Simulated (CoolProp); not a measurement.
Saturation properties of vinyl chloride.

Model: reference Helmholtz-energy equation of state, Thol 2022, in CoolProp.

```csv
T (°C),p (MPa),vapour density (kg/m³),enthalpy of vaporisation (kJ/kg)
-26.05,0.05976,1.855,365.1
-18.75,0.08263,2.505,359.2
-11.45,0.1119,3.318,353.3
-4.05,0.1492,4.334,347.3
3.25,0.1948,5.555,341.2
10.55,0.2503,7.022,335.0
17.95,0.3182,8.792,328.6
25.25,0.3980,10.86,322.0
32.55,0.4918,13.27,315.3
39.95,0.6029,16.12,308.2
47.25,0.7298,19.39,300.8
54.55,0.8754,23.15,293.2
```

It boils at -13.9 °C under 1 atm.
